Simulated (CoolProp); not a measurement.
Vinyl chloride along the isotherm 68.65 °C: fugacity coefficient from the reference equation and from simpler models built on Tc = 151.9 °C, pc = 5.600 MPa, ω = 0.160; each cubic takes its own stable root.

Computed with CoolProp (reference Helmholtz-energy equation of state, Thol 2022).

```
p (MPa)   phase  reference  Soave-Redlich-Kwong  Peng-Robinson
-------  ------  ---------  -------------------  -------------
3.5      liquid     0.3174               0.3230         0.3144
7        liquid     0.1742               0.1787         0.1719
10.5     liquid     0.1273               0.1316         0.1252
14       liquid     0.1046               0.1088         0.1023
17.5     liquid    0.09154              0.09576        0.08915
21       liquid    0.08339              0.08772        0.08081
24.5     liquid    0.07808              0.08256        0.07528
28       liquid    0.07457              0.07923        0.07152
31.5     liquid    0.07230              0.07718        0.06898
35       liquid    0.07094              0.07605        0.06731
38.5     liquid        ___              0.07565        0.06631
42       liquid    0.07012              0.07581        0.06582
45.5     liquid    0.07045              0.07646        0.06576
49       liquid    0.07115              0.07753        0.06606
52.5     liquid    0.07221              0.07897        0.06667
56       liquid        ___                  ___        0.06755
```

### Question
What belongs in the gaps?

### Answer

- 38.5, reference: 0.07026
- 56, reference: 0.07357
- 56, Soave-Redlich-Kwong: 0.08076
